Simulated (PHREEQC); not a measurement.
1 kg of water holding 0.12 mol NaCl and 0.05 mol Na2SO4 is evaporated at 25 °C; the solids stay in contact with the brine. The system is closed to CO2. Solids allowed: Halite, Mirabilite, Thenardite. Others were left out.

The series has 28 steps of water left (kg), from 1 to 0.005012.

Computed with PHREEQC (Pitzer model, pitzer.dat).

Question: Which solids form, in which order, and at which step of the series does each first stand?

Answer: Thenardite from water left = 0.0293 kg; Halite from water left = 0.01979 kg.
